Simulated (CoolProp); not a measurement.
C2F6 (R116) along the isobar 40 bar: density (kg/m³) from the reference equation and from simpler models built on Tc = 19.9 °C, pc = 30.48 bar, ω = 0.257; each cubic takes its own stable root.

The numbers come from the reference Helmholtz-energy equation of state, Lemmon 2006 in CoolProp. It is a short technical equation, of lower accuracy than the large ones.

```
T (°C)          phase  reference  van der Waals  Redlich-Kwong  Soave-Redlich-Kwong  Peng-Robinson
------  -------------  ---------  -------------  -------------  -------------------  -------------
-53.45         liquid       1514          990.1           1398                 1449           1637
-24.15         liquid       1364          904.0           1233                 1281           1447
5.25           liquid       1158          788.5           1010                 1038           1165
34.55   supercritical      536.0          575.2          561.5                  [?]            [?]
63.85   supercritical      287.4          314.4          302.2                282.4          295.7
93.15   supercritical      228.2          246.5          239.1                225.2          233.9
122.55  supercritical      195.4            [?]          204.1                193.0          199.4
151.85  supercritical      173.3          185.4          180.6                171.3          176.3
```

### Question
Some entries are withheld; supply them.

### Answer

- 34.55, Soave-Redlich-Kwong: 496.5
- 34.55, Peng-Robinson: 528.6
- 122.55, van der Waals: 209.9
